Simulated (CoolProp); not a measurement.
Ethylene at 240.82 K and 1.1 MPa is throttled through a valve to 0.0824 MPa with no heat exchange. Each further row changes one setting.

Model: reference Helmholtz-energy equation of state, Smukala 2000, in CoolProp.

```json
[
 {"case": "as stated", "temperature change (K)": "-20.4", "final density (kg/m³)": "1.28"},
 {"case": "outlet pressure 0.0247 MPa", "temperature change (K)": "-21.7", "final density (kg/m³)": "0.382"},
 {"case": "outlet pressure 0.107 MPa", "temperature change (K)": "-19.9", "final density (kg/m³)": "1.66"}
]
```
